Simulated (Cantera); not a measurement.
Boron, boron nitride and boron oxide: BCl₃ + N₂ + H₂

Charge: 1 mol BCl₃, 8.6 mol N₂, 12 mol H₂.

Method: chemical equilibrium by Gibbs-energy minimisation in Cantera with the NASA 1993 tables (ideal gas, pure condensed phases). Candidate condensed phases: B, BN, NH₄Cl; 21 gas species. N₂ is the only nitrogen source here; it is nearly inert below about 1500 K, so the nitride shown seldom forms there in practice. The tables' values for BCl₂ are old estimates. The numbers say what is thermodynamically allowed, not how fast it happens.

Task: Map the stable condensed phases over T = 750, 900, 1050, 1200, 1350, 1500, 1650, 1800, 1950, 2100 K and P in Pa = 10, 32, 100, 320, 1000, 3200, 10000, 32000, 100000.

Result: 
```
T in K \ P in Pa
             10     32    100    320   1000   3200  10000  32000 100000
   2100       A      A      A      A      B      B      B      B      B
   1950       A      A      B      B      B      B      B      B      B
   1800       B      B      B      B      B      B      B      B      B
   1650       B      B      B      B      B      B      B      B      B
   1500       B      B      B      B      B      B      B      B      B
   1350       B      B      B      B      B      B      B      B      B
   1200       B      B      B      B      B      B      B      B      B
   1050       B      B      B      B      B      B      B      B      B
    900       B      B      B      B      B      B      B      B      B
    750       B      B      B      B      B      B      B      B      B
```
A: gas only; B: BN.
